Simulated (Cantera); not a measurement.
Cantera run:

```python
import numpy as np
import cantera as ct

gas_names = """
    Mg MgO MgS Mg2 O O2 O3 S SO SO2 SO3 S2 S2O S8
""".split()
cond_names = """
    Mg(cr) Mg(L) MgO(s) MgO(L) MgS(s) MgSO4(s) MgSO4(L) S(cr1) S(cr2) S(L)
""".split()


# ... load() reads the species with a 1 bar reference pressure and builds the phases ...
atoms = {
    'MgO': {'Mg': 1, 'O': 1},
    'SO3': {'S': 1, 'O': 3},
    'O2': {'O': 2},
}
top_T = {'MgS(s)': 2250}  # K; cautious upper limits of use, not melting points


# ... equilibrate(T, P, feed) seeds the gas with the atoms and calls Mixture.equilibrate('TP', solver="vcs", rtol=1e-11, max_steps=5000) ...
results = []
feed = {'MgO': 1, 'SO3': 1.1, 'O2': 0.069}  # mol
T = 1198.15  # K
for P in [1000, 3500, 13000, 45000, 160000, 560000, 2000000]:
    mix = equilibrate(T, P, feed)
    results.append((T, P, feed, dict(zip(mix.species_names, mix.species_moles))))

top = {s: max(r[3][s] / sum(r[3][g] for g in gas_names) for r in results) for s in gas_names}
cols = sorted((s for s in top if top[s] > 0.0001), key=lambda s: -top[s])[:7]
seen = [c for c in cond_names if any(r[3].get(c, 0) > 1e-12 for r in results)]
print("log10 of partial pressures in bar; condensed amounts in mol")
print(f"{'P/Pa':>10s}" + "".join(f"{s[:9]:>10s}" for s in cols + seen))
for T, P, feed, n in results:
    ng = sum(n[g] for g in gas_names)
    print(f"{P:10.4g}" + "".join(f"{np.log10(max(n[s] / ng * P / 1e5, 1e-99)):10.3f}" for s in cols)
          + "".join(f"{n.get(c, 0):10.4g}" for c in seen))
```

It prints:

```
log10 of partial pressures in bar; condensed amounts in mol
      P/Pa       SO2        O2       SO3    MgO(s)  MgSO4(s)
      1000    -2.198    -2.447    -4.006         1         0
      3500    -1.658    -1.907    -3.195         1         0
   1.3e+04    -1.249    -1.156    -2.411         0         1
   4.5e+04    -0.728    -0.621    -1.622         0         1
   1.6e+05    -0.210    -0.078    -0.832         0         1
   5.6e+05     0.281     0.455    -0.075         0         1
     2e+06     0.748     0.992     0.661         0         1
```

Equilibrium computed with Cantera from the NASA thermochemical tables; the gas is ideal and each condensed phase is pure.
